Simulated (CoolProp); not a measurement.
Vapour-liquid equilibrium of propane (1) + R113 (2) at 0.553 MPa; x and y are mole fractions of (1).

Computed with CoolProp (multi-fluid Helmholtz-energy mixture model, Lemmon 2009 and Marx 1992; pair parameters Bell 2016).

Question: Give the bubble temperature and the first vapour's composition at x = 0.2, 0.35, 0.65. Is there an azeotrope?

Answer: x = 0.2: 334.8 K, y = 0.738; x = 0.35: 314.1 K, y = 0.883; x = 0.65: 292.6 K, y = 0.966. No azeotrope shows between x = 0.05 and 0.95.

The pair parameters rest on a limited set of measurements; away from them the model extrapolates. The gap from Raoult's law changes sign with composition, which may be real or a fault of the pair parameters; it wasn't checked against measurements.
